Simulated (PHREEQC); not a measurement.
## Leach liquor: an equilibrium model

Solution (75 °C): 0.017 mol H2SO4, 0.00011 mol LiCl and 8.2e-05 mol Fe2(SO4)3 per kg of water. It is in equilibrium with CO2 at log p = -1 (atm). Otherwise closed; pH follows from the charge balance.

All values are PHREEQC results (ion-association model, phreeqc.dat), not measurements.

Each row changes one thing in this solution. This is a speciation only: nothing precipitates in the calculation.

```tsv
case	pH	ionic strength (mol/kgw)	HSO4- (mol/kgw)	SO4-2 (mol/kgw)	FeSO4+ (mol/kgw)	FeOH+2 (mol/kgw)	SI of Goethite (FeOOH)	SI of Hematite (Fe2O3)
as made	1.75	0.0244	0.0135	0.00355	0.000121	1.67e-5	+2.06	+6.33
diluted 100-fold with water	3.49	0.000489	1.60e-5	0.000157	4.07e-9	2.80e-7	+4.01	+10.22
temperature from 75 to 25 °C	1.67	0.0323	0.00956	0.00752	0.000130	1.50e-6	+0.43	+2.86
LiCl from 0.00011 to 0.000121 mol/kgw	1.75	0.0244	0.0135	0.00355	0.000121	1.67e-5	+2.06	+6.33
H2SO4 from 0.017 to 0.0187 mol/kgw	1.71	0.0264	0.0151	0.00370	0.000121	1.53e-5	+1.94	+6.09
H2SO4 from 0.017 to 0.0034 mol/kgw	2.34	[?]	0.00193	0.00163	7.93e-5	5.92e-5	+3.91	+10.03
diluted 2-fold with water	2.01	0.0138	0.00599	[?]	5.63e-5	1.54e-5	+2.60	+7.40
```

Problem. What belongs in the gaps?

Solution. 
- H2SO4 from 0.017 to 0.0034 mol/kgw, ionic strength (mol/kgw): 0.00701
- diluted 2-fold with water, SO4-2 (mol/kgw): 0.00257

Some of these states are supersaturated (in Hematite (slow to form), Goethite (slow to form), for instance). Constants without temperature data keep their 25 °C values here.
